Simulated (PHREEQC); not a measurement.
0.27 g of hydrous ferric oxide (600 m²/g; 0.2 weak and 0.005 strong sites per Fe, Dzombak-Morel constants, diffuse double layer) in 1 kg of water with 0.001 mol/kgw of an inert sodium salt and 0.00059 mol/kgw NaH2PO4, at 25 °C; the pH is set by adding NaOH or the inert anion's acid. Oxygen is held at 0.21 atm. No CO2 enters from the air. Nothing may precipitate in this run.

Base run: PHREEQC, ion-association model, wateq4f.dat. Each further column changes one thing. The table gives surface charge σ (C/m²).

| pH | base | background salt from 0.001 to 0.0001 mol/kgw | oxide from 0.27 to 1.4 g/kgw | 0.0017 mol/kgw Na2HAsO4 added |
|---|---|---|---|---|
| 3 | 0.017 | 0.015 | 0.200 | … |
| 3.67 | 0.009 | 0.007 | 0.128 | … |
| 4.33 | 0.005 | 0.003 | 0.073 | 0.000 |
| 5.67 | -0.001 | 0.000 | 0.019 | … |
| 6.33 | -0.003 | -0.002 | 0.009 | -0.015 |
| 7 | -0.005 | -0.004 | 0.003 | -0.023 |
| 7.67 | -0.007 | -0.005 | -0.001 | -0.030 |
| 8.33 | -0.010 | -0.008 | -0.004 | -0.033 |
| 9.67 | -0.020 | -0.016 | -0.018 | -0.057 |
| 10.33 | -0.035 | -0.030 | -0.035 | -0.082 |
| 11 | -0.070 | -0.063 | -0.071 | … |

Q: Some entries are withheld; supply them.

A: 
- 3, 0.0017 mol/kgw Na2HAsO4 added: 0.008
- 3.67, 0.0017 mol/kgw Na2HAsO4 added: 0.004
- 5.67, 0.0017 mol/kgw Na2HAsO4 added: -0.009
- 11, 0.0017 mol/kgw Na2HAsO4 added: -0.122

H3PO4, which wateq4f.dat lacks, is added to it with the constant of phreeqc.dat. The oxide is taken as insoluble; below pH 4 it would dissolve.
